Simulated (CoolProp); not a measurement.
The numbers come from the reference Helmholtz-energy equation of state, Zhou 2011 in CoolProp.

### Question
For dimethyl carbonate, give the phase and the cp (kJ/(kg K)), Joule-Thomson coefficient (K/MPa), isothermal compressibility (1/MPa) at 493.7 K and 115 bar; 507 K and 115 bar; 560.1 K and 115 bar.

### Answer
- 493.7 K and 115 bar: liquid; cp 2.29, Joule-Thomson coefficient 0.0440, isothermal compressibility 0.00487
- 507 K and 115 bar: liquid; cp 2.35, Joule-Thomson coefficient 0.118, isothermal compressibility 0.00587
- 560.1 K and 115 bar: supercritical; cp 2.72, Joule-Thomson coefficient 0.758, isothermal compressibility 0.0165
